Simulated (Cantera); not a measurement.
A closed system holds: 1 mol Fe, 0.23 mol H₂O, 0.088 mol H₂, equilibrated at 1352 °C and 21.8 Torr.

Equilibrium computed with Cantera from the NASA thermochemical tables; the gas is ideal and each condensed phase is pure. Candidate condensed phases: Fe, FeO, Fe(OH)₂, Fe(OH)₃, Fe₂O₃, Fe₃O₄, H₂O; 12 gas species. Mutual solubility and eutectic melting of coexisting phases are not modelled. The tables' stoichiometric FeO is somewhat more stable than real wüstite, so its field is too wide. FeO: taken at fixed stoichiometry. The numbers say what is thermodynamically allowed, not how fast it happens.

Base state: H₂ 0.681, H₂O 0.318, H 0.000342, Fe 5.98e-5, Fe(OH)₂ 1.49e-5 (mole fractions); condensed: Fe(γ) + FeO(s).

Problem. What changes in the equilibrium state with this change: Fe replaced by B?

Solution. 
```csv
species,before,after
H₂,0.681,0.890
HBO,0,0.0688
B₂O₂,0,0.0290
H₂O,0.318,3.23e-5
Fe,5.98e-5,0
B₂O₃,0,0.00784
HBO₂,0,0.00223
"Fe(γ), mol",0.871,0
"FeO(s), mol",0.129,0
"B(s), mol",0,0.832
"B₂O₃(l), mol",0,0.0585
```
The tables' values for BH₂ are old estimates; treat these amounts as uncertain. Further candidate phases: B, B₂O₃, B₃O₃H₃.
